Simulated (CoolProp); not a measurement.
Vapour-liquid equilibrium of CH2F2 (R32) (1) + fluoroethane (R161) (2) at 1.4 MPa; x and y are mole fractions of (1).

The numbers come from the multi-fluid Helmholtz-energy mixture model, Tillner-Roth 1997 and Wu 2012; pair parameters Bell 2016 in CoolProp.

```csv
x,"bubble temperature, mixture model (°C)","bubble temperature, Raoult's law (°C)","y, mixture model","y, Raoult's law"
0.05,39.1,39.4,0.082,0.087
0.2,34.3,35.0,0.292,0.313
0.35,30.3,31.1,0.462,0.495
0.5,26.9,27.6,0.608,0.646
0.65,24.0,24.4,0.738,0.772
0.8,21.3,21.6,0.856,0.880
0.95,18.9,19.0,0.965,0.972
```

The largest gap from Raoult's law is -0.8 K in bubble temperature, at x = 0.35. No azeotrope shows between x = 0.05 and 0.95.

Pair parameters are fitted to limited data, so mixtures are less certain than the pure fluids.
